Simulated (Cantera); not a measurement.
A closed system holds: 1 mol Si, 0.17 mol CO₂, 39 mol H₂, at 750 Torr.

Cantera equilibrium calculation (NASA polynomials, part measured and part estimated; ideal gas, pure solids and liquids). Candidate condensed phases: C, C₆H₆, C₇H₈, C₈H₁₈, H₂O, Si, SiC, SiO₂; 123 gas species. Mutual solubility and eutectic melting of coexisting phases are not modelled. Gases not in the tables: Si₂H₆ and higher silanes. Rates play no part. All values below are at 2000 K.

Base state: H₂ 0.990, SiO 0.00652, CO 0.00211, H 0.00162, SiH₂ 0.000105, Si 4.35e-5, SiH 2.94e-5, CH₄ 2.28e-5 (mole fractions); condensed: Si(l) + SiC(s).

Q: What changes in the equilibrium state with this change: Si replaced by SiC?

A: 
```csv
species,before,after
H₂,0.990,0.990
CO,0.00211,0.00645
SiO,0.00652,0.00218
SiH₂,0.000105,3.47e-5
C₂H₂ (acetylene),2.29e-6,2.09e-5
CH₄,2.28e-5,6.89e-5
"Si(l), mol",0.650,0
"SiC(s), mol",0.0859,0.912
```

Q: What changes in the equilibrium state with this change: 1.7 mol CH₄ added?

A: 
```json
[
 {"species": "H₂", "before": "0.990", "after": "0.989"},
 {"species": "CO", "before": "0.00211", "after": "0.00788"},
 {"species": "H", "before": "0.00162", "after": "0.00162"},
 {"species": "SiO", "before": "0.00652", "after": "7.34e-5"},
 {"species": "C₂H₂ (acetylene)", "before": "2.29e-6", "after": "0.000760"},
 {"species": "SiH₂", "before": "0.000105", "after": "5.76e-6"},
 {"species": "SiH", "before": "2.94e-5", "after": "1.61e-6"},
 {"species": "Si", "before": "4.35e-5", "after": "2.39e-6"},
 {"species": "Si(l), mol", "before": "0.650", "after": "0"},
 {"species": "SiC(s), mol", "before": "0.0859", "after": "0.996"},
 {"species": "C(graphite), mol", "before": "0", "after": "0.453"}
]
```
